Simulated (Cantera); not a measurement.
# Adiabatic ignition

An adiabatic, constant-volume homogeneous reactor starts with 29.8 % CO, 0.924 % H2, 4.47 % CH4, 10.6 % O2, 39.6 % N2, 14.6 % H2O, equivalence ratio 2.3, at 1425 K and 3.30 bar.

Detailed kinetics in Cantera: GRI-Mech 3.0 (53 species, 325 reactions).

| t (s) | T (K) | P (bar) | x CO | x H2 | x CH4 | x C2H2 | x HO2 |
|---|---|---|---|---|---|---|---|
| 1.00e-5 | 1425 | 3.30 | 0.298 | 0.00924 | 0.0447 | <1e-12 | 2.54e-7 |
| 2.40e-5 | 1425 | 3.30 | 0.298 | 0.00924 | 0.0447 | <1e-12 | 5.24e-7 |
| 5.78e-5 | 1425 | 3.30 | 0.298 | 0.00924 | 0.0446 | 6.21e-11 | 1.77e-6 |
| 0.000139 | 1431 | 3.31 | 0.298 | 0.00929 | 0.0441 | 2.06e-8 | 5.29e-6 |
| 0.000334 | 1464 | 3.39 | 0.296 | 0.0101 | 0.0409 | 2.57e-6 | 1.46e-5 |
| 0.000804 | 2722 | 6.24 | 0.226 | 0.0526 | 9.33e-12 | <1e-12 | 5.96e-7 |
| 0.00193 | 2718 | 6.23 | 0.226 | 0.0528 | 9.61e-12 | <1e-12 | 5.71e-7 |
| 0.00465 | 2716 | 6.23 | 0.226 | 0.0529 | 9.68e-12 | <1e-12 | 5.65e-7 |
| 0.0112 | 2716 | 6.23 | 0.226 | 0.0529 | 9.68e-12 | <1e-12 | 5.65e-7 |
| 0.0269 | 2716 | 6.23 | 0.226 | 0.0529 | 9.68e-12 | <1e-12 | 5.65e-7 |
| 0.0647 | 2716 | 6.23 | 0.226 | 0.0529 | 9.68e-12 | <1e-12 | 5.65e-7 |
| 0.156 | 2716 | 6.23 | 0.226 | 0.0529 | 9.68e-12 | <1e-12 | 5.65e-7 |
| 0.374 | 2716 | 6.23 | 0.226 | 0.0529 | 9.68e-12 | <1e-12 | 5.65e-7 |
| 0.900 | 2716 | 6.23 | 0.226 | 0.0529 | 9.68e-12 | <1e-12 | 5.65e-7 |
x: mole fraction; the columns are a selection and need not sum to one.

```
Property                                                              Result
---------------------------------  -----------------------------------------
time of steepest temperature rise                                   0.507 ms
temperature at 0.900 s                                                2716 K
equilibrium temperature                                               2716 K
x(CO) at 0.900 s                         0.226 (gas-phase equilibrium 0.226)
x(H2) at 0.900 s                       0.0529 (gas-phase equilibrium 0.0529)
x(CH4) at 0.900 s                  9.68e-12 (gas-phase equilibrium 1.10e-11)
```
